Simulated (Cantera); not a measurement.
An isothermal, constant-pressure homogeneous reactor starts with NH3 : H2 = 1 : 0.17 (molar parts), at 1375 K and 143 Torr. Integrator tolerance rtol = 1e-08.

Computed with Cantera and the gas-phase N/H chemistry of the illustrative SiF4/NH3 mechanism in the Surface Chemkin manual (1991). Walls and surfaces, which speed up NH3 decomposition in real reactors, are not modelled.

Q: What does this change do: pressure from 143 Torr to 1.00 bar?

A: 
```tsv
quantity	before	after
x(NH3) at 30.0 s	0.830 (gas-phase equilibrium 5.65e-6)	0.802 (gas-phase equilibrium 2.98e-5)
x(H2) at 30.0 s	0.163 (gas-phase equilibrium 0.770)	0.184 (gas-phase equilibrium 0.770)
x(N2) at 30.0 s	0.00666 (gas-phase equilibrium 0.230)	0.0143 (gas-phase equilibrium 0.230)
x(N) at 30.0 s	2.67e-10 (gas-phase equilibrium <1e-12)	7.32e-11 (gas-phase equilibrium <1e-12)
x(NH2) at 30.0 s	1.49e-5 (gas-phase equilibrium 1.00e-10)	9.24e-6 (gas-phase equilibrium 2.30e-10)
```
